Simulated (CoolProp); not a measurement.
A simple Rankine cycle with benzene: condensing at 326.15 K, boiler at 0.277 MPa, turbine inlet 539.8 K, turbine efficiency 0.85, pump efficiency 0.6, no recuperator. Each further row changes one setting.

Computed with CoolProp (reference Helmholtz-energy equation of state, Thol 2012).

| case | thermal efficiency (%) | net work (kJ/kg) | heat in (kJ/kg) | turbine exit temperature (K) | volume ratio over the turbine |
|---|---|---|---|---|---|
| as stated | 11.7 | 87.2 | 743 | 489.9 | 6.32 |
| turbine inlet 559.8 K | (withheld) | 90.8 | 782 | 509.7 | 6.32 |
| condensing temperature 318.15 K | 13.3 | 100 | 757 | (withheld) | 8.46 |
| boiler pressure 0.194 MPa | (withheld) | (withheld) | (withheld) | 499.3 | 4.48 |
| turbine efficiency 0.75 | 10.4 | 76.9 | 743 | 495.7 | 6.39 |

Q: Some entries are withheld; supply them.

A: 
- turbine inlet 559.8 K, thermal efficiency (%): 11.6
- condensing temperature 318.15 K, turbine exit temperature (K): 482.3
- boiler pressure 0.194 MPa, thermal efficiency (%): 9.7
- boiler pressure 0.194 MPa, net work (kJ/kg): 72.1
- boiler pressure 0.194 MPa, heat in (kJ/kg): 745
